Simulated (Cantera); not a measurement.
Feed: 1 mol C3H8, 0.034 mol CO2, at 1448 K and 150 Torr.

Method: chemical equilibrium by Gibbs-energy minimisation in Cantera with the NASA 1993 tables (ideal gas, pure condensed phases). Candidate condensed phases: C, C6H6, C7H8, C8H18, H2O; 110 gas species. Rates play no part.

Base state: H2 0.983, CO 0.0167, CH4 0.000644, H 2.04e-5 (mole fractions); condensed: C(graphite).

Q: What changes in the equilibrium state with this change: temperature from 1448 K to 2425 K?

A: 
| species | before | after |
|---|---|---|
| H2 | 0.983 | 0.937 |
| H | 2.04e-5 | 0.0387 |
| CO | 0.0167 | 0.0164 |
| C2H2 (acetylene) | 4.67e-6 | 0.00732 |
| C4H2 | <1e-9 | 2.35e-5 |
| C2H | <1e-9 | 1.84e-5 |
| CH3 | 2.70e-7 | 2.26e-5 |
| C(graphite), mol | 2.96 | 2.90 |

Q: What changes in the equilibrium state with this change: temperature from 1448 K to 1323.15 K?

A: 
```json
[
 {"species": "H2", "before": "0.983", "after": "0.982"},
 {"species": "CO", "before": "0.0167", "after": "0.0167"},
 {"species": "CH4", "before": "0.000644", "after": "0.00131"},
 {"species": "H", "before": "2.04e-5", "after": "3.52e-6"},
 {"species": "H2O", "before": "8.33e-6", "after": "2.40e-5"},
 {"species": "C(graphite), mol", "before": "2.96", "after": "2.96"}
]
```

Q: What changes in the equilibrium state with this change: CO2 from 0.034 to 0.14 mol?

A: 
```json
[
 {"species": "H2", "before": "0.983", "after": "0.934"},
 {"species": "CO", "before": "0.0167", "after": "0.0654"},
 {"species": "CH4", "before": "0.000644", "after": "0.000582"},
 {"species": "H2O", "before": "8.33e-6", "after": "3.10e-5"},
 {"species": "H", "before": "2.04e-5", "after": "1.99e-5"},
 {"species": "C(graphite), mol", "before": "2.96", "after": "2.86"}
]
```
